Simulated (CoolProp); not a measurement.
R1233zd(E) along the isotherm 450 K: density (kg/m³) from the reference equation and from simpler models built on Tc = 438.9 K, pc = 3.583 MPa, ω = 0.304; each cubic takes its own stable root.

The numbers come from the reference Helmholtz-energy equation of state, Akasaka 2022 in CoolProp.

| p (MPa) | phase | reference | Redlich-Kwong | Peng-Robinson |
|---|---|---|---|---|
| 2.76 | gas | 139.4 | 138.1 | 141.7 |
| 5.51 | supercritical | 726.3 | 610.8 | 650.0 |
| 8.27 | supercritical | 833.3 | 724.6 | 790.3 |
| 11 | supercritical | 885.7 | 787.2 | 864.4 |
| 13.8 | supercritical | 923.0 | 833.1 | ___ |
| 16.5 | supercritical | 951.1 | 867.9 | 957.8 |
| 19.3 | supercritical | 975.2 | 897.7 | 991.9 |
| 22 | supercritical | 995.1 | 922.3 | 1020 |
| 24.8 | supercritical | 1013 | ___ | 1045 |
| 27.6 | supercritical | 1030 | 964.3 | 1067 |
| 30.3 | supercritical | 1044 | 981.3 | 1086 |
| 33.1 | supercritical | 1057 | 997.4 | 1104 |
| 35.8 | supercritical | ___ | 1012 | 1120 |

### Question
Fill in the missing entries.

### Answer

- 13.8, Peng-Robinson: 917.7
- 24.8, Redlich-Kwong: 944.6
- 35.8, reference: 1069
